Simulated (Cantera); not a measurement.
Si3H8 + Cl2 + N2 + HCl (silicon epitaxy and polysilicon growth)

A closed system holds: 1 mol Si3H8, 0.16 mol Cl2, 12 mol N2, 0.42 mol HCl, equilibrated at 1673.15 K and 0.490 bar.

Cantera equilibrium calculation (NASA polynomials, part measured and part estimated; ideal gas, pure solids and liquids). Candidate condensed phases: NH4Cl, Si, Si3N4; 28 gas species. The feed counts by its element totals alone. The tables' values for SiCl3 are old estimates; treat these amounts as uncertain. The numbers say what is thermodynamically allowed, not how fast it happens.

```json
{
  "x(N2)": "0.686",
  "x(H2)": "0.264",
  "x(HCl)": "0.0492",
  "x(SiCl2)": "0.000682",
  "x(H)": "8.37e-5",
  "x(SiCl3)": "4.21e-5",
  "x(Cl)": "1.22e-5",
  "x(SiCl4)": "5.43e-6",
  "x(SiHCl3)": "5.23e-6",
  "n(Si3N4(s))": "0.996 mol",
  "gas_amount": "14.59 mol",
  "log10 activity of Si(s) (absent)": "-1.69"
}
```
